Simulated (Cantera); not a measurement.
Input: 1 mol HF, 2.5 mol H2O, 0.056 mol H2, equilibrated at 15.0 bar.

Cantera equilibrium calculation (NASA polynomials, part measured and part estimated; ideal gas, pure solids and liquids). Candidate condensed phases: H2O; 37 gas species. Ions and electrons are included (thermal ionisation). Kinetics and transport are ignored. All values below are at 3500 K.

Base state: H2O 0.438, HF 0.244, H2 0.120, OH 0.0889, H 0.0528, O2 0.0321, O 0.0228, F 0.00145 (mole fractions); condensed: gas only.

Q: What changes in the equilibrium state with this change: H2O from 2.5 to 0.17 mol?

A: 
```tsv
species	before	after
HF	0.244	0.769
H2O	0.438	0.0875
H2	0.120	0.0599
OH	0.0889	0.0251
O2	0.0321	0.00512
O	0.0228	0.00910
H	0.0528	0.0373
H2O2	1.03e-5	8.18e-7
H2F2	4.28e-6	4.25e-5
HO2	9.34e-5	1.05e-5
```
